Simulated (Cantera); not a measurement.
What does this Cantera script print?

```python
import numpy as np
import cantera as ct

gas = ct.Solution("gri30.yaml")
gas.TPX = 1248, 35000, {'N2O': 1, 'H2': 0.0058, 'N2': 2.6}
inlet = ct.Reservoir(gas, clone=True)

reactor = ct.IdealGasConstPressureReactor(gas, energy="off", clone=False)
exhaust = ct.Reservoir(gas, clone=True)
tau = [1.2, 0.47, 0.19, 0.072, 0.028, 0.011, 0.0043, 0.0017, 0.00066, 0.00026, 0.0001][0]
for a, b in ((inlet, reactor), (reactor, exhaust)):
    ct.MassFlowController(a, b, mdot=lambda t: reactor.mass / tau)
net = ct.ReactorNet([reactor])
show = ['N2O', 'H2', 'N2', 'NO2', 'HO2', 'O2']

rows = []
print(f"{'tau/s':>10s}{'T/K':>9s}" + "".join(f"{s:>11s}" for s in show))
for tau in [1.2, 0.47, 0.19, 0.072, 0.028, 0.011, 0.0043, 0.0017, 0.00066, 0.00026, 0.0001]:
    net.initial_time = 0.0
    net.advance(30 * tau)
    before = gas.X
    net.advance(40 * tau)
    drift = np.max(np.abs(gas.X - before) / (gas.X + 1e-9))
    rows.append([gas.T, *gas[show].X, drift])
    print(f"{tau:10.3e}{gas.T:9.1f}" + "".join(f"{x:11.3e}" for x in gas[show].X))
```

Output:

```
     tau/s      T/K        N2O         H2         N2        NO2        HO2         O2
 1.200e+00   1248.0  1.653e-01  1.651e-05  7.792e-01  6.967e-05  3.425e-08  4.299e-02
 4.700e-01   1248.0  2.174e-01  3.735e-05  7.524e-01  6.181e-05  8.131e-08  2.264e-02
 1.900e-01   1248.0  2.485e-01  7.934e-05  7.365e-01  5.313e-05  2.053e-07  1.056e-02
 7.200e-02   1248.0  2.648e-01  1.708e-04  7.282e-01  3.802e-05  5.346e-07  4.277e-03
 2.800e-02   1248.0  2.716e-01  3.427e-04  7.246e-01  2.028e-05  1.157e-06  1.702e-03
 1.100e-02   1248.0  2.746e-01  6.250e-04  7.229e-01  7.855e-06  1.919e-06  6.686e-04
 4.300e-03   1248.0  2.760e-01  9.938e-04  7.220e-01  2.320e-06  2.333e-06  2.540e-04
 1.700e-03   1248.0  2.768e-01  1.330e-03  7.215e-01  5.340e-07  2.090e-06  9.384e-05
 6.600e-04   1248.0  2.772e-01  1.527e-03  7.212e-01  6.274e-08  1.187e-06  3.297e-05
 2.600e-04   1248.0  2.773e-01  1.592e-03  7.211e-01  2.807e-09  3.370e-07  1.153e-05
 1.000e-04   1248.0  2.773e-01  1.606e-03  7.211e-01  5.974e-11  5.099e-08  3.586e-06
```

Model: GRI-Mech 3.0 (53 species, 325 reactions), integrated in Cantera. GRI-Mech 3.0 was tuned for natural gas; its chemistry of N2O as a main component is partial and can be far from experiment. The mechanism lacks the step 2 NO + O2 → 2 NO2, which can matter for NO2 below about 1400 K. The temperature is held fixed by assumption; the heat of reaction is taken as removed at once.
